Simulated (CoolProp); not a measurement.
Properties of octamethyltrisiloxane (MDM) along the isobar 16.3 bar (Tc = 292.2 °C, pc = 14.38 bar, ω = 0.528).

Model: reference Helmholtz-energy equation of state, Thol 2017, in CoolProp.

```json
[
 {"T (°C)": "111.45", "phase": "liquid", "cp (kJ/(kg K))": "(withheld)", "speed of sound (m/s)": "652.4"},
 {"T (°C)": "130.55", "phase": "liquid", "cp (kJ/(kg K))": "2.043", "speed of sound (m/s)": "595.1"},
 {"T (°C)": "149.55", "phase": "liquid", "cp (kJ/(kg K))": "(withheld)", "speed of sound (m/s)": "539.2"},
 {"T (°C)": "168.55", "phase": "liquid", "cp (kJ/(kg K))": "2.143", "speed of sound (m/s)": "484.3"},
 {"T (°C)": "187.65", "phase": "liquid", "cp (kJ/(kg K))": "2.197", "speed of sound (m/s)": "(withheld)"},
 {"T (°C)": "206.65", "phase": "liquid", "cp (kJ/(kg K))": "2.253", "speed of sound (m/s)": "376.3"},
 {"T (°C)": "225.75", "phase": "liquid", "cp (kJ/(kg K))": "2.318", "speed of sound (m/s)": "322.3"},
 {"T (°C)": "244.75", "phase": "liquid", "cp (kJ/(kg K))": "2.397", "speed of sound (m/s)": "267.4"},
 {"T (°C)": "263.75", "phase": "liquid", "cp (kJ/(kg K))": "2.513", "speed of sound (m/s)": "208.7"},
 {"T (°C)": "282.85", "phase": "liquid", "cp (kJ/(kg K))": "2.778", "speed of sound (m/s)": "(withheld)"},
 {"T (°C)": "301.85", "phase": "supercritical", "cp (kJ/(kg K))": "6.327", "speed of sound (m/s)": "51.19"}
]
```

Task: What belongs in the gaps?

Result: 
- 111.45, cp (kJ/(kg K)): 1.994
- 149.55, cp (kJ/(kg K)): 2.093
- 187.65, speed of sound (m/s): 430.0
- 282.85, speed of sound (m/s): 139.6
